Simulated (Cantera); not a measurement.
# Thermodynamics of silicon nitride deposition, feed Si2Cl6 + N2

Feed: 1 mol Si2Cl6, 0.58 mol N2, held at 1048.15 K.

Method: chemical equilibrium by Gibbs-energy minimisation in Cantera with the NASA 1993 tables (ideal gas, pure condensed phases). Candidate condensed phases: Si, Si3N4; 13 gas species. The feed counts by its element totals alone. N2 is the only nitrogen source here; it is nearly inert below about 1500 K, so the nitride shown seldom forms there in practice. The tables' values for SiCl3 are old estimates; treat these amounts as uncertain. Rates play no part.

```tsv
P (Pa)	x SiCl4	x N2	x SiCl3	x SiCl2	x Cl	n Si3N4(s)
5	0.832	0.144	0.0170	0.00632	2.23e-6	0.162
17	0.845	0.143	0.0103	0.00230	1.10e-6	0.164
59	0.851	0.142	0.00618	0.000821	5.31e-7	0.166
210	0.854	0.142	0.00365	0.000286	2.53e-7	0.166
710	0.856	0.141	0.00220	0.000104	1.25e-7	0.166
2400	0.857	0.141	0.00133	3.77e-5	6.12e-8	0.166
8400	0.858	0.141	0.000788	1.33e-5	2.95e-8	0.167
29000	0.858	0.141	0.000471	4.72e-6	1.43e-8	0.167
100000	0.858	0.141	0.000281	1.68e-6	6.95e-9	0.167
```
x: gas mole fraction; n: condensed amount in mol.

From 5.00 Pa to 1.00 bar the condensed part is Si3N4(s). The main Si-bearing gas is SiCl4 throughout.
